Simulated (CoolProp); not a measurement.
Dodecamethylcyclohexasiloxane (D6) along the isotherm 620 K: density (kg/m³) from the reference equation and from simpler models built on Tc = 645.8 K, pc = 0.9614 MPa, ω = 0.736; each cubic takes its own stable root.

Model: reference Helmholtz-energy equation of state, Colonna 2008, in CoolProp. It is a short technical equation, of lower accuracy than the large ones.

| p (MPa) | phase | reference |
|---|---|---|
| 0.0152 | gas | 1.322 |
| 0.027 | gas | 2.362 |
| 0.0481 | gas | 4.255 |
| 0.0855 | gas | 7.716 |
| 0.152 | gas | 14.24 |
| 0.27 | gas | 27.21 |
| 0.481 | gas | 57.32 |
| 0.855 | liquid | 511.3 |
| 1.52 | liquid | 545.4 |
| 2.7 | liquid | 581.6 |
| 4.81 | liquid | 621.6 |

How far does each simpler model (van der Waals, Redlich-Kwong, Soave-Redlich-Kwong, Peng-Robinson) lie from the reference over these 11 states: mean and median of the absolute difference, and the worst?


- van der Waals: mean 13.4 %, median 4.8 %, worst -39.2 % at 620 K and 0.855 MPa
- Redlich-Kwong: mean 5.6 %, median 3.1 %, worst -21.0 % at 620 K and 0.855 MPa
- Soave-Redlich-Kwong: mean 3.6 %, median 2.2 %, worst -11.9 % at 620 K and 0.855 MPa
- Peng-Robinson: mean 1.8 %, median 1.0 %, worst +7.2 % at 620 K and 4.81 MPa
